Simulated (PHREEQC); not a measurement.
Dissolve 0.015 mol/kgw NH4HF2, 0.0089 mol/kgw (NH4)2SiF6, 0.00045 mol/kgw HBF4 and 0.0001 mol/kgw H2SO4 at 25 °C. Closed to the air; pH follows from the charge balance.

Computed with PHREEQC (ion-association model, wateq4f.dat).

```tsv
quantity	before	after
pH	3.13	3.00
ionic strength (mol/kgw)	0.0426	0.0274
F- (mol/kgw)	0.0145	0.00161
HF (mol/kgw)	0.0132	0.00204
HF2- (mol/kgw)	0.000738	1.27e-5
H2F2 (mol/kgw)	0.000455	1.09e-5
SI of Quartz (SiO2)	-4.51	+0.64
```

**Question.** What was changed between the two runs?
A) temperature from 25 to 40 °C
B) NH4HF2 left out
C) NH4HF2 from 0.015 to 0.0015 mol/kgw
D) HBF4 from 0.00045 to 0.000495 mol/kgw

**Answer.** B, NH4HF2 left out

This is a speciation only: nothing precipitates in the calculation. Some of these states are supersaturated (in Quartz (slow to form), Chalcedony (slow to form), for instance). SiF6-2 is the database's only silicon fluoride. Real BF4- forms and hydrolyses slowly; the run takes it at equilibrium.
